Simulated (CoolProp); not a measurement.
200 sccm (0 °C, 1 atm) of nitrogen bubbles through liquid ethanol at 302.1 K and leaves saturated at a total pressure of 0.15 MPa (ideal gas phase). Each further row changes one setting.

Computed with CoolProp (reference Helmholtz-energy equation of state, Schroeder 2014).

```tsv
case	vapour pressure (kPa)	mole fraction of vapour	delivery (mg/min)	delivery (sccm)	change of delivery for a bath 1 K warmer (%)
as stated	9.87	0.0658	(withheld)	14.1	6.2
bath temperature 307.1 K	13.0	0.0866	39.0	19.0	(withheld)
total pressure 0.3 MPa	9.87	0.0329	14.0	(withheld)	5.9
```

Problem. Complete the blanks.

Solution. 
- as stated, delivery (mg/min): 29.0
- bath temperature 307.1 K, change of delivery for a bath 1 K warmer (%): 6.1
- total pressure 0.3 MPa, delivery (sccm): 6.81
